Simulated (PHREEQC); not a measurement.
1 kg of water holding 0.15 mol NaCl and 0.14 mol KCl is evaporated at 25 °C; the solids stay in contact with the brine. No CO2 enters from the air. Only these solids could form: Halite, Sylvite.

All values are PHREEQC results (Pitzer model, pitzer.dat), not measurements.

```csv
water left (kg),ionic strength,water activity,Sylvite (mol),Halite (mol),Na in solution (mol/kgw),Cl in solution (mol/kgw)
1,0.290,0.990,0,0,0.150,0.290
0.8219,0.353,0.988,0,0,0.183,0.353
0.5552,0.522,0.983,0,0,0.270,0.522
0.4563,0.636,0.979,0,0,0.329,0.636
0.3082,0.941,0.970,0,0,0.487,0.941
0.2533,1.14,0.963,0,0,0.592,1.14
0.1711,1.69,0.945,0,0,0.876,1.69
0.1407,2.06,0.932,0,0,1.07,2.06
0.1156,2.51,0.917,0,0,1.30,2.51
0.07809,3.71,0.873,0,0,1.92,3.71
0.06418,4.52,0.843,0,0,2.34,4.52
0.04335,6.28,0.771,0.0176,0,3.46,6.28
0.03564,6.68,0.750,0.0519,0,4.21,6.68
0.0293,7.20,0.722,0.0788,0.000389,5.11,7.20
0.01979,7.20,0.722,0.0986,0.0490,5.11,7.20
0.01627,7.20,0.722,0.106,0.0669,5.11,7.20
0.01099,7.20,0.722,0.117,0.0939,5.11,7.20
0.00903,7.20,0.722,0.121,0.104,5.11,7.20
0.006093,7.20,0.722,0.127,0.119,5.11,7.20
0.005012,7.20,0.722,0.130,0.124,5.11,7.20
```

Sylvite from water left = 0.04335 kg; Halite from water left = 0.0293 kg.
